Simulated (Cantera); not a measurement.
# Premixed flame

A freely propagating, adiabatic, planar premixed flame of 40.3 % H2, 12.6 % O2, 47.1 % N2, equivalence ratio 1.6, unburnt at 625 K and 2.00 bar; mixture-averaged transport, grid criteria slope 0.08 and curve 0.16, no radiation.

Detailed kinetics in Cantera: the H2/O2 subset of GRI-Mech 3.0, which has no nitrogen chemistry. Burning velocities carry a grid error of a few per cent, more on coarse grids.

| z (mm) | T (K) | u (m/s) | x H2 | x O2 | x H2O2 | x HO2 | x H | x H2O |
|---|---|---|---|---|---|---|---|---|
| -0.559 | 625 | 10.2 | 0.403 | 0.126 | <1e-8 | <1e-8 | <1e-8 | <1e-8 |
| -0.373 | 625 | 10.2 | 0.403 | 0.126 | <1e-8 | <1e-8 | <1e-8 | <1e-8 |
| -0.280 | 625 | 10.2 | 0.403 | 0.126 | <1e-8 | <1e-8 | <1e-8 | <1e-8 |
| -0.186 | 625 | 10.2 | 0.403 | 0.126 | <1e-8 | 7.59e-7 | 5.04e-8 | 1.86e-7 |
| -0.0932 | 646 | 10.4 | 0.399 | 0.126 | 4.02e-6 | 0.000330 | 0.000227 | 0.000837 |
| -0.0466 | 868 | 13.7 | 0.366 | 0.120 | 1.86e-5 | 0.000301 | 0.00747 | 0.0200 |
| 0 | 1306 | 20.0 | 0.264 | 0.0817 | 5.57e-6 | 0.000131 | 0.0442 | 0.104 |
| 0.0466 | 1620 | 24.5 | 0.169 | 0.0264 | 2.38e-6 | 4.08e-5 | 0.0777 | 0.207 |
| 0.0932 | 1763 | 26.5 | 0.143 | 0.00840 | 1.45e-6 | 1.25e-5 | 0.0813 | 0.242 |
| 0.186 | 1904 | 28.3 | 0.142 | 0.00333 | 8.21e-7 | 4.76e-6 | 0.0702 | 0.255 |
| 0.373 | 2046 | 30.1 | 0.149 | 0.00209 | 4.43e-7 | 2.85e-6 | 0.0542 | 0.261 |
| 0.746 | 2178 | 31.7 | 0.155 | 0.00121 | 2.44e-7 | 1.64e-6 | 0.0391 | 0.268 |
| 1.49 | 2287 | 33.0 | 0.160 | 0.000602 | 1.39e-7 | 8.53e-7 | 0.0264 | 0.274 |
x: mole fraction of selected species; z is measured from the peak of heat release.

```yaml
laminar_burning_velocity: 1020 cm/s
thermal_thickness: 0.186 mm
peak x(H2O2): 1.87e-5
peak x(HO2): 0.000443
peak x(H): 0.0821
grid_points: 138
```
